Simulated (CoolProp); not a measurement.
A Linde-Hampson liquefier for ethylene: isothermal reversible compression at 320 K from 1 atm to 10 MPa, throttling to 1 atm, return gas leaving the recuperator 5 K below the feed. Each further row changes one setting.

Values from CoolProp's reference Helmholtz-energy equation of state, Smukala 2000.

```json
[
 {"case": "as stated", "liquid yield per pass": "0.312", "compression work (kJ/kg of gas)": "386"},
 {"case": "high pressure 20 MPa", "liquid yield per pass": "0.410", "compression work (kJ/kg of gas)": "418"},
 {"case": "warm-end temperature 350 K", "liquid yield per pass": "0.191", "compression work (kJ/kg of gas)": "440"},
 {"case": "warm-end gap 10 K", "liquid yield per pass": "0.304", "compression work (kJ/kg of gas)": "386"}
]
```
